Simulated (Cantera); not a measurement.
Thermodynamics of silicon oxide and oxynitride deposition, feed SiH4 + NO + N2

A closed system holds: 1 mol SiH4, 9.6 mol NO, a varied amount of N2, equilibrated at 1250 °C and 315 Torr.

Method: chemical equilibrium by Gibbs-energy minimisation in Cantera with the NASA 1993 tables (ideal gas, pure condensed phases). Candidate condensed phases: H2O, Si, SiO2, Si2N2O, Si3N4; 35 gas species. The tables hold silica as quartz up to 1696 K and as liquid above; real silica turns to tridymite and cristobalite and melts near 1996 K. Gases not in the tables: Si(OH)4. Equilibrium is a limit: real reactors are often held back by kinetics, nucleation or transport.

```csv
n(N2) (mol),x N2,x O2,x H2O,x NO,x OH,n SiO2(β-quartz)
2.2,0.593,0.237,0.169,0.00126,0.000159,1.00
3.3,0.627,0.216,0.155,0.00124,0.000148,1.00
5.2,0.675,0.189,0.135,0.00120,0.000134,1.00
8.1,0.728,0.158,0.113,0.00114,0.000117,1.00
13,0.787,0.123,0.0884,0.00105,9.74e-5,1.00
19,0.832,0.0974,0.0699,0.000956,8.17e-5,1.00
30,0.878,0.0703,0.0505,0.000835,6.40e-5,1.00
47,0.915,0.0491,0.0353,0.000712,4.89e-5,1.00
73,0.942,0.0336,0.0242,0.000598,3.68e-5,1.00
```
x: gas mole fraction; n: condensed amount in mol.

From 2.2 mol N2 to 73 mol N2 the condensed part is SiO2(β-quartz).
